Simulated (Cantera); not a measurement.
A perfectly stirred reactor is fed with H₂ : O₂ : N₂ = 1.6 : 1 : 5.2 (molar parts), equivalence ratio 0.80, at 24000 Pa; it is held at 750 K, and followed from long to short residence time.

Detailed kinetics in Cantera: the H2/O2 subset of GRI-Mech 3.0, which has no nitrogen chemistry. Below about 950 K walls govern HO2 and H2O2 in real vessels. The temperature is held fixed by assumption; the heat of reaction is taken as removed at once.

Task: What does this change do: temperature 750 to 925 K?

Result: 
```csv
quantity,before,after
x(H₂) at τ = 1.50 s,0.205,0.00717
x(O₂) at τ = 1.50 s,0.128,0.0320
x(O) at τ = 1.50 s,<1e-12,6.86e-6
x(H₂O) at τ = 1.50 s,1.29e-9,0.221
x(HO₂) at τ = 1.50 s,2.71e-9,1.65e-5
x(H₂) at τ = 29.0 ms,0.205,0.0243
x(O₂) at τ = 29.0 ms,0.128,0.0404
x(O) at τ = 29.0 ms,<1e-12,0.000114
x(H₂O) at τ = 29.0 ms,4.62e-12,0.201
x(HO₂) at τ = 29.0 ms,3.29e-11,2.25e-5
```
